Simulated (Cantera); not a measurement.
What does this Cantera script print?

```python
import numpy as np
import cantera as ct

gas = ct.Solution("gri30.yaml")
gas.TPX = 1425, 1000000, {'CO': 1, 'H2': 0.62, 'CH4': 0.62, 'O2': 4.02, 'N2': 15.1}
reactor = ct.IdealGasConstPressureReactor(gas, energy="on", clone=False)
net = ct.ReactorNet([reactor])
net.rtol, net.atol = 1e-08, 1e-16
show = ['CO', 'H2', 'CH4', 'H2O2', 'HCN', 'O']
times = np.geomspace(3e-06, 1, 13)

steps = ct.SolutionArray(gas, extra=["t"])
rows = []
print(f"{'t/s':>10s}{'T/K':>9s}{'P/Pa':>11s}" + "".join(f"{s:>11s}" for s in show))
for t in times:
    while net.time < t:
        t_next = net.step()
        steps.append(gas.state, t=t_next)
    rows.append([np.interp(t, steps.t, y) for y in (steps.T, steps.P, *steps(*show).X.T)])
    print(f"{t:10.3e}{rows[-1][0]:9.1f}{rows[-1][1]:11.4g}" + "".join(f"{x:11.3e}" for x in rows[-1][2:]))
rate = np.gradient(steps.T, steps.t)
print("integrator steps:", len(steps.t))
if steps.T.max() > steps.T[0] + 200:
    print(f"time of steepest temperature rise: {steps.t[rate.argmax()]:.4e} s")
gas.TPX = 1425, 1000000, {'CO': 1, 'H2': 0.62, 'CH4': 0.62, 'O2': 4.02, 'N2': 15.1}
gas.equilibrate("HP")
print(f"equilibrium (HP): T = {gas.T:.1f} K  " + "  ".join(f"{s} {gas[s].X[0]:.3e}" for s in show))
```

Result:

```
       t/s      T/K       P/Pa         CO         H2        CH4       H2O2        HCN          O
 3.000e-06   1425.0      1e+06  4.682e-02  2.902e-02  2.902e-02  2.618e-08  3.869e-18  1.689e-07
 8.657e-06   1425.5      1e+06  4.680e-02  2.894e-02  2.892e-02  7.166e-07  1.169e-14  3.521e-06
 2.498e-05   1924.8      1e+06  6.319e-02  1.148e-02  1.602e-03  2.309e-06  1.513e-07  3.167e-03
 7.208e-05   2516.1      1e+06  3.183e-03  5.786e-04  2.006e-18  6.112e-07  4.282e-12  1.551e-03
 2.080e-04   2515.7      1e+06  3.121e-03  5.723e-04  1.574e-18  6.108e-07  4.401e-12  1.531e-03
 6.002e-04   2513.3      1e+06  3.093e-03  5.679e-04  1.538e-18  6.058e-07  4.870e-12  1.507e-03
 1.732e-03   2507.3      1e+06  3.027e-03  5.573e-04  1.454e-18  5.937e-07  5.785e-12  1.452e-03
 4.998e-03   2497.6      1e+06  2.922e-03  5.404e-04  1.322e-18  5.741e-07  6.771e-12  1.364e-03
 1.442e-02   2491.8      1e+06  2.860e-03  5.305e-04  1.247e-18  5.626e-07  7.133e-12  1.314e-03
 4.162e-02   2491.4      1e+06  2.856e-03  5.298e-04  1.242e-18  5.618e-07  7.153e-12  1.310e-03
 1.201e-01   2491.4      1e+06  2.856e-03  5.298e-04  1.242e-18  5.618e-07  7.153e-12  1.310e-03
 3.465e-01   2491.4      1e+06  2.856e-03  5.298e-04  1.242e-18  5.618e-07  7.153e-12  1.310e-03
 1.000e+00   2491.4      1e+06  2.856e-03  5.298e-04  1.242e-18  5.618e-07  7.153e-12  1.310e-03
integrator steps: 1688
time of steepest temperature rise: 2.4876e-05 s
equilibrium (HP): T = 2491.4 K  CO 2.856e-03  H2 5.298e-04  CH4 1.826e-18  H2O2 5.618e-07  HCN 7.153e-12  O 1.310e-03
```

Computed with Cantera and GRI-Mech 3.0 (53 species, 325 reactions).
